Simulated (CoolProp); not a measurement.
Vapour-liquid equilibrium of R125 (1) + R227EA (2) at 0.055 MPa; x and y are mole fractions of (1).

Values from CoolProp's multi-fluid Helmholtz-energy mixture model, Lemmon 2005 and Lemmon 2016; pair parameters Bell 2016.

```csv
x,bubble temperature (K),y at the bubble point,dew temperature at overall composition x (K),liquid density (mol/L)
0.05,240.5,0.177,242.7,9.517
0.125,236.6,0.379,241.5,9.770
0.2,233.1,0.526,240.1,10.02
0.275,230.1,0.635,238.7,10.27
0.35,227.5,0.718,237.2,10.53
0.425,225.1,0.781,235.6,10.78
0.5,223.1,0.831,233.8,11.04
0.575,221.2,0.871,231.8,11.31
0.65,219.5,0.904,229.7,11.58
0.725,218.0,0.931,227.2,11.86
0.8,216.6,0.954,224.4,12.14
0.875,215.3,0.973,221.0,12.44
0.95,214.1,0.990,216.9,12.75
```

No azeotrope shows between x = 0.05 and 0.95.

Pair parameters are fitted to limited data, so mixtures are less certain than the pure fluids.
